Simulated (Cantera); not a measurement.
Cantera with NASA thermochemical tables; ideal gases at 1 bar, condensed phases pure. Values are per mole of reaction as written; species without (g) are pure solids or liquids, kept so even where they would boil at 1 bar. ZrN: taken at fixed stoichiometry.

ZrO2 + NO2(g) + 4 H2O(g) → ZrN + 4 H2O2(g)

```json
[
 {"T (K)": "300", "ΔH° (kJ)": "…", "ΔS° (J/K)": "…", "ΔG° (kJ)": "…", "log10 K": "…", "condensed phases": "ZrO2(monoclinic), ZrN(s)"},
 {"T (K)": "1948", "ΔH° (kJ)": "1125.2", "ΔS° (J/K)": "-69.0", "ΔG° (kJ)": "1259.7", "log10 K": "-33.78", "condensed phases": "ZrO2(tetragonal), ZrN(s)"},
 {"T (K)": "2048", "ΔH° (kJ)": "1126.9", "ΔS° (J/K)": "-68.2", "ΔG° (kJ)": "1266.6", "log10 K": "-32.30", "condensed phases": "ZrO2(tetragonal), ZrN(s)"},
 {"T (K)": "2148", "ΔH° (kJ)": "…", "ΔS° (J/K)": "…", "ΔG° (kJ)": "…", "log10 K": "…", "condensed phases": "ZrO2(tetragonal), ZrN(s)"},
 {"T (K)": "2248", "ΔH° (kJ)": "…", "ΔS° (J/K)": "…", "ΔG° (kJ)": "…", "log10 K": "…", "condensed phases": "ZrO2(tetragonal), ZrN(s)"},
 {"T (K)": "2348", "ΔH° (kJ)": "…", "ΔS° (J/K)": "…", "ΔG° (kJ)": "…", "log10 K": "…", "condensed phases": "ZrO2(tetragonal), ZrN(s)"},
 {"T (K)": "2448", "ΔH° (kJ)": "1133.9", "ΔS° (J/K)": "-65.1", "ΔG° (kJ)": "1293.2", "log10 K": "-27.59", "condensed phases": "ZrO2(tetragonal), ZrN(s)"}
]
```

Question: Complete the blanks.

Answer: 
- 300, ΔH° (kJ): 1120.0
- 300, ΔS° (J/K): -69.0
- 300, ΔG° (kJ): 1140.7
- 300, log10 K: -198.62
- 2148, ΔH° (kJ): 1128.6
- 2148, ΔS° (J/K): -67.4
- 2148, ΔG° (kJ): 1273.3
- 2148, log10 K: -30.96
- 2248, ΔH° (kJ): 1130.3
- 2248, ΔS° (J/K): -66.6
- 2248, ΔG° (kJ): 1280.0
- 2248, log10 K: -29.74
- 2348, ΔH° (kJ): 1132.1
- 2348, ΔS° (J/K): -65.8
- 2348, ΔG° (kJ): 1286.7
- 2348, log10 K: -28.62
